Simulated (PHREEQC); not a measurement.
Consider water at 25 °C with 0.083 mol NaHSO4 and 0.0072 mol NaF per kg of water. Closed to the air; pH follows from the charge balance.

The numbers come from PHREEQC with the ion-association model, phreeqc.dat.

Precipitation was switched off in this run.

Question: Order these S species by the share of S that they hold, largest first: HSO4-, SO4-2, NaSO4-.

Answer: HSO4- (50 %), SO4-2 (44 %), NaSO4- (6.0 %)

The pH is 1.56 and the ionic strength 0.156 mol/kgw.
